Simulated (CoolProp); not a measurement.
Vapour pressure (MPa) of R1336mzz(Z): the reference equation beside estimates from Tc = 444.5 K, pc = 2.904 MPa, ω = 0.386. Clausius-Clapeyron is anchored at 386.2 K with a constant enthalpy of vaporisation of 19.25 kJ/mol.

The numbers come from the reference Helmholtz-energy equation of state, McLinden 2020 in CoolProp.

| T (K) | reference | Lee-Kesler | Clausius-Clapeyron | van der Waals | Redlich-Kwong | Soave-Redlich-Kwong | Peng-Robinson |
|---|---|---|---|---|---|---|---|
| 350.3 | 0.3985 | 0.4013 | 0.5130 | 1.038 | 0.6412 | 0.4028 | 0.3983 |
| 357.5 | 0.4814 | 0.4848 | 0.5860 | 1.141 | 0.7416 | 0.4875 | 0.4815 |
| 364.7 | 0.5768 | 0.5807 | 0.6659 | 1.250 | 0.8524 | 0.5851 | 0.5775 |
| 371.8 | 0.6843 | 0.6885 | 0.7518 | 1.364 | 0.9722 | 0.6950 | 0.6858 |
| 379 | 0.8081 | 0.8126 | 0.8461 | 1.485 | 1.105 | 0.8217 | 0.8107 |
| 386.2 | 0.9482 | 0.9527 | 0.9482 | 1.613 | 1.249 | 0.9649 | 0.9523 |
| 393.4 | 1.106 | 1.110 | 1.058 | 1.748 | 1.406 | 1.126 | 1.112 |
| 400.5 | 1.280 | 1.285 | 1.174 | 1.888 | 1.573 | 1.304 | 1.288 |
| 407.7 | 1.478 | 1.482 | 1.301 | 2.036 | 1.755 | 1.504 | 1.488 |
| 414.9 | 1.698 | 1.702 | 1.435 | 2.191 | 1.950 | 1.727 | 1.711 |

Absolute difference from the reference over all 10 rows, mean and median: Lee-Kesler 0.5 and 0.5 %, Clausius-Clapeyron 12.1 and 10.9 %, van der Waals 84.0 and 76.9 %, Redlich-Kwong 35.7 and 34.2 %, Soave-Redlich-Kwong 1.6 and 1.7 %, Peng-Robinson 0.4 and 0.4 %.
